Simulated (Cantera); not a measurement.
## Hydrocarbon pyrolysis for carbon deposition

An isothermal, constant-pressure homogeneous reactor starts with C₂H₄ : H₂ = 1 : 47 (molar parts), at 1598 K and 34000 Pa.

Model: GRI-Mech 3.0 (53 species, 325 reactions), integrated in Cantera. GRI-Mech 3.0 was tuned for natural gas; its chemistry of ethylene as a main component is partial and can be far from experiment. GRI-Mech 3.0 stops at C3 and has no aromatics, soot or wall deposition, so with more carbon than oxygen in the feed, carbon stays in small species such as C2H2 where larger ones or solid carbon would form.

```tsv
t (s)	x C₂H₄	x H₂	x CH₄	x H	x C₂H	x CH₂
0.000600	0.0203	0.979	4.11e-7	2.74e-6	4.74e-12	2.21e-11
0.00110	0.0198	0.979	2.17e-6	6.21e-6	2.11e-11	4.90e-11
0.00203	0.0186	0.979	1.17e-5	1.70e-5	1.24e-10	1.27e-10
0.00372	0.0152	0.979	6.09e-5	4.58e-5	8.44e-10	2.85e-10
0.00684	0.00849	0.979	0.000189	6.97e-5	2.83e-9	2.60e-10
0.0126	0.00272	0.979	0.000314	8.01e-5	4.78e-9	1.29e-10
0.0231	0.000838	0.979	0.000389	9.65e-5	6.35e-9	1.05e-10
0.0424	0.000720	0.979	0.000476	0.000106	7.00e-9	1.37e-10
0.0780	0.000716	0.979	0.000635	0.000106	6.96e-9	1.71e-10
0.143	0.000712	0.979	0.000922	0.000104	6.83e-9	2.29e-10
0.263	0.000703	0.979	0.00143	0.000102	6.61e-9	3.25e-10
0.484	0.000688	0.978	0.00232	9.99e-5	6.31e-9	4.84e-10
0.889	0.000663	0.977	0.00381	9.71e-5	5.91e-9	7.33e-10
1.63	0.000624	0.976	0.00609	9.44e-5	5.42e-9	1.09e-9
3.00	0.000576	0.975	0.00895	9.23e-5	4.89e-9	1.53e-9
```
x: mole fraction; the columns are a selection and need not sum to one.

Equilibrium at this temperature and pressure: C₂H₄ 0.000522, H₂ 0.973, CH₄ 0.0122, H 9.07e-5, C₂H 4.35e-9, CH₂ 1.99e-9 (gas phase only).
